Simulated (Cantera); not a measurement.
Input: 1 mol C2H5OH, 0.064 mol CO2, 34 mol N2, 28 mol H2, held at 1.00 Torr.

These are equilibrium values from Cantera (NASA tables, ideal gas, pure condensed phases), not measurements of a reactor. Candidate condensed phases: C, C6H6, C7H8, C8H18, H2O; 136 gas species. The numbers say what is thermodynamically allowed, not how fast it happens.

log p: log10 of the partial pressure in bar; n: condensed amount in mol.

```
T (K)  log p N2  log p H2  log p CO  log p H2O  log p CH4  log p CO2  n C(graphite)
-----  --------  --------  --------  ---------  ---------  ---------  -------------
675       -3.16     -3.21     -4.92      -5.13      -5.26      -5.76           1.12
725       -3.16     -3.21     -4.71        ___        ___        ___          0.980
775       -3.16     -3.21     -4.66      -6.21      -6.10      -6.96          0.933
825       -3.16     -3.20     -4.65        ___        ___        ___          0.928
875       -3.16     -3.20     -4.64      -7.24      -6.77      -8.26          0.931
925       -3.16     -3.20     -4.64      -7.68      -7.05      -8.81          0.933
975       -3.16     -3.20     -4.64      -8.07      -7.31      -9.30          0.934
1025      -3.16     -3.20     -4.64      -8.42      -7.54      -9.75          0.935
```

**Question.** Fill in the missing entries.

**Answer.** 
- 825, log p H2O: -6.75
- 825, log p CH4: -6.45
- 825, log p CO2: -7.64
- 725, log p H2O: -5.64
- 725, log p CH4: -5.70
- 725, log p CO2: -6.26
